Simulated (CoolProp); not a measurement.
Properties of methanol along the isobar 45700 kPa (Tc = 513.4 K, pc = 8216 kPa, ω = 0.565).

The numbers come from the reference Helmholtz-energy equation of state, de Reuck 1993 in CoolProp.

```
T (K)          phase       Z  speed of sound (m/s)  Joule-Thomson coefficient (K/MPa)  Prandtl number
-----  -------------  ------  --------------------  ---------------------------------  --------------
272.8         liquid  0.7659                  1398                            -0.3701            10.8
293.2         liquid  0.7265                     ?                            -0.3540            8.21
313.5         liquid  0.6926                  1293                            -0.3346            6.56
333.8         liquid  0.6634                  1246                            -0.3120            5.46
354.2         liquid  0.6381                     ?                            -0.2864            4.71
374.5         liquid  0.6166                  1158                            -0.2584            4.17
394.9         liquid  0.5983                  1114                            -0.2277            3.77
415.2         liquid       ?                     ?                            -0.1945            3.46
435.5         liquid  0.5713                     ?                            -0.1581            3.21
455.9         liquid  0.5623                     ?                            -0.1176            3.00
476.2         liquid  0.5563                 919.1                           -0.07199            2.81
496.5         liquid  0.5535                 864.5                           -0.01937            2.64
516.9  supercritical  0.5541                 808.1                            0.04280            2.47
537.2  supercritical       ?                 751.9                             0.1164            2.31
```

Task: Complete the blanks.

Result: 
- 293.2, speed of sound (m/s): 1343
- 354.2, speed of sound (m/s): 1202
- 415.2, Z: 0.5833
- 415.2, speed of sound (m/s): 1069
- 435.5, speed of sound (m/s): 1021
- 455.9, speed of sound (m/s): 971.4
- 537.2, Z: 0.5585

Viscosity comes from a separate model (Xiang 2006). Thermal conductivity comes from a separate model (Sykioti 2013).
